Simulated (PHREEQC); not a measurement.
A solution holds 0.0024 mol/kgw KBr, at 16 °C. Closed to the air; pH follows from the charge balance.

Equilibrium calculation in PHREEQC: ion-association model, phreeqc.dat.

Precipitation was switched off in this run.

Problem. Estimate the specific conductance.

Solution. specific conductance 277 µS/cm.
